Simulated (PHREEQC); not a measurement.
0.015 g of hydrous ferric oxide (600 m²/g; 0.2 weak and 0.005 strong sites per Fe, Dzombak-Morel constants, diffuse double layer) in 1 kg of water with 0.001 mol/kgw of an inert sodium salt and 0.00044 mmol/kgw PbCl2, at 25 °C; the pH is set by adding NaOH or the inert anion's acid. Oxygen is held at 0.21 atm. The system is closed to CO2. No solid was allowed to form.

Base run: PHREEQC, ion-association model, wateq4f.dat. Each further column changes one thing. The table gives surface potential ψ (mV).

| pH | base | background salt from 0.001 to 0.0001 mol/kgw | oxide from 0.015 to 0.075 g/kgw |
|---|---|---|---|
| 3 | 234 | 242 | 233 |
| 3.67 | 221 | 234 | 221 |
| 5 | 170 | 179 | 169 |
| 5.67 | 138 | 143 | 137 |
| 6.33 | 103 | 105 | 102 |
| 7.67 | 27 | 27 | 26 |
| 8.33 | -11 | -12 | -12 |
| 9 | -50 | -51 | -51 |
| 10.33 | -123 | -126 | -124 |
| 11 | -154 | -157 | -155 |

The oxide is taken as insoluble; below pH 4 it would dissolve.
